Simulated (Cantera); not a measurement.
Feed: 1 mol Fe2O3, 5.3 mol H2, 39 mol N2, equilibrated at 1600 Pa.

Cantera equilibrium calculation (NASA polynomials, part measured and part estimated; ideal gas, pure solids and liquids). Candidate condensed phases: Fe, FeO, Fe(OH)2, Fe(OH)3, Fe2O3, Fe3O4, H2O; 27 gas species. Mutual solubility and eutectic melting of coexisting phases are not modelled. The tables' stoichiometric FeO is somewhat more stable than real wüstite, so its field is too wide. FeO: taken at fixed stoichiometry. The numbers say what is thermodynamically allowed, not how fast it happens.

x: gas mole fraction; n: condensed amount in mol.

```csv
T (K),x N2,x H2,x H2O,x H,n Fe(α),n FeO(s),n Fe(γ)
1148,0.880,0.0957,0.0240,1.75e-7,0.0619,1.94,0
1198,0.880,0.0938,0.0259,4.60e-7,0,1.85,0.147
1248,0.880,0.0919,0.0277,1.12e-6,0,1.77,0.229
1298,0.880,0.0902,0.0295,___,0,1.69,___
1348,0.880,0.0886,0.0311,5.44e-6,0,1.62,0.377
1398,0.880,0.0871,0.0326,___,0,1.56,___
1448,0.880,0.0857,0.0340,2.13e-5,0,1.50,0.504
```

Problem. Complete the blanks.

Solution. 
- 1298, x H: 2.54e-6
- 1298, n Fe(γ): 0.305
- 1398, x H: 1.10e-5
- 1398, n Fe(γ): 0.443
